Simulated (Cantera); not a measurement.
Thermodynamics of oxide etching and cleaning by halides, feed MgO + HBr + H2

A closed system holds: 1 mol MgO, 48 mol HBr, 6.9 mol H2, held at 0.00133 bar.

These are equilibrium values from Cantera (NASA tables, ideal gas, pure condensed phases), not measurements of a reactor. Candidate condensed phases: Br2, H2O, Mg, MgBr2, MgO, Mg(OH)2; 20 gas species. Equilibrium is a limit: real reactors are often held back by kinetics, nucleation or transport.

From 675 K to 750 K the condensed part is MgBr2(s) + MgO(s). From 775 K to 875 K the condensed part is MgO(s). The main Mg-bearing gas is MgBr2 throughout. The share of Mg in condensed phases is highest at 675 K (99.9 %) and lowest at 875 K (71.9 %).

```tsv
T (K)	log p HBr	log p H2	log p H2O	log p MgBr2	log p Br	log p Br2	n MgBr2(s)	n MgO(s)
675	-2.94	-3.77	-4.80	-7.75	-10.27	-11.15	0.642	0.357
700	-2.94	-3.77	-5.04	-7.16	-9.85	-10.85	0.371	0.626
725	-2.94	-3.77	-5.26	-6.61	-9.46	-10.57	0.215	0.775
750	-2.94	-3.77	-5.47	-6.10	-9.10	-10.31	0.107	0.860
775	-2.94	-3.78	-5.64	-5.64	-8.76	-10.07	0	0.906
800	-2.94	-3.78	-5.51	-5.51	-8.44	-9.85	0	0.873
825	-2.94	-3.78	-5.39	-5.39	-8.14	-9.64	0	0.832
850	-2.94	-3.78	-5.27	-5.27	-7.86	-9.44	0	0.781
875	-2.94	-3.78	-5.17	-5.17	-7.60	-9.25	0	0.719
```
log p: log10 of the partial pressure in bar; n: condensed amount in mol.
